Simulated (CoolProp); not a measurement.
A single-stage vapour-compression cycle with n-perfluorohexane: evaporating at 324.15 K (dew point), condensing at 368.15 K (bubble point), superheat 0 K, subcooling 2 K, compressor efficiency 0.9, no pressure losses. Each further row changes one setting.

The numbers come from the reference Helmholtz-energy equation of state, Gao 2022 in CoolProp.

```csv
case,cooling COP,pressure ratio,discharge temperature (K),refrigerating effect (kJ/kg),volumetric capacity (kJ/m³)
as stated,4.04,3.81,368.2,39.0,423
evaporating temperature 329.15 K,5.02,(withheld),368.2,43.0,552
condensing temperature 363.15 K,5.04,3.34,363.1,44.8,486
subcooling 7 K,4.64,3.81,368.2,44.8,486
superheat 10 K,(withheld),3.81,368.2,47.7,(withheld)
compressor efficiency 0.8,(withheld),3.81,368.2,39.0,423
```

What belongs in the gaps?


- evaporating temperature 329.15 K, pressure ratio: 3.20
- superheat 10 K, cooling COP: 4.42
- superheat 10 K, volumetric capacity (kJ/m³): 500
- compressor efficiency 0.8, cooling COP: 3.59

The compression ends wet for: as stated; evaporating temperature 329.15 K; condensing temperature 363.15 K; subcooling 7 K; superheat 10 K; compressor efficiency 0.8.
